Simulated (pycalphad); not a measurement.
CALPHAD calculation (pycalphad, COST 507 light-alloy database (1999)), 1 atm. These are 1990s assessments: newer ones move some temperatures and phases. Phase fractions are per mole of atoms.

Problem. Give the equilibrium state of Al-0.2333Mg-10.36Si (wt.%) at 690 K.

Solution. fcc, fraction 0.902, with 0.17 Mg, 0.33 Si wt.%; diamond (Si), fraction 0.097, with no Mg, >99.99 Si wt.%; MG2SI, fraction 0.001, with 63.4 Mg, 36.6 Si wt.%.

Problem. Give the equilibrium state of Al-0.2333Mg-10.36Si (wt.%) at 730 K.

Solution. fcc, fraction 0.905, with 0.26 Mg, 0.51 Si wt.%; diamond (Si), fraction 0.095, with no Mg, >99.99 Si wt.%.

Database names, with the compositions (at.%) that they take in these runs: MG2SI: Mg 67 Si 33. An entry "none" or "no" means that the model of the phase leaves that element out.
